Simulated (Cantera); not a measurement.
## Adiabatic ignition

An adiabatic, constant-pressure homogeneous reactor starts with 4.51 % CH₄, 18.8 % O₂, 70.8 % N₂, 5.86 % H₂O, at 1248 K and 1800 Torr.

Computed with Cantera and GRI-Mech 3.0 (53 species, 325 reactions).

```
t (s)     T (K)   x CH₄    x O₂   x H₂O      x NO    x C₂H₂   x CH₂CO   x C₂H
--------  -----  ------  ------  ------  --------  --------  --------  ------
2.00e-6    1248  0.0451   0.188  0.0586    <1e-12    <1e-12    <1e-12  <1e-12
6.32e-6    1248  0.0451   0.188  0.0586    <1e-12    <1e-12    <1e-12  <1e-12
2.00e-5    1248  0.0451   0.188  0.0586    <1e-12    <1e-12    <1e-12  <1e-12
6.32e-5    1248  0.0451   0.188  0.0586    <1e-12    <1e-12    <1e-12  <1e-12
0.000200   1248  0.0451   0.188  0.0586    <1e-12    <1e-12    <1e-12  <1e-12
0.000632   1248  0.0451   0.188  0.0586    <1e-12    <1e-12  1.30e-12  <1e-12
0.00200    1249  0.0450   0.188  0.0587    <1e-12  9.59e-11   1.04e-9  <1e-12
0.00632    1257  0.0435   0.187  0.0600    <1e-12   3.84e-8   5.50e-7  <1e-12
0.0200     2163  <1e-12  0.0969   0.147  0.000291    <1e-12    <1e-12  <1e-12
0.0632     2161  <1e-12  0.0964   0.147   0.00126    <1e-12    <1e-12  <1e-12
0.200      2157  <1e-12  0.0952   0.147   0.00365    <1e-12    <1e-12  <1e-12
0.632      2151  <1e-12  0.0938   0.147   0.00653    <1e-12    <1e-12  <1e-12
2.00       2149  <1e-12  0.0935   0.147   0.00710    <1e-12    <1e-12  <1e-12
```
x: mole fraction; the columns are a selection and need not sum to one.

```json
{
 "time_of_steepest_temperature_rise": "8.38 ms",
 "temperature at 2.00 s": "2149 K",
 "equilibrium_temperature": "2149 K",
 "x(CH₄) at 2.00 s": "<1e-12 (gas-phase equilibrium <1e-12)",
 "x(O₂) at 2.00 s": "0.0935 (gas-phase equilibrium 0.0935)",
 "x(H₂O) at 2.00 s": "0.147 (gas-phase equilibrium 0.147)"
}
```
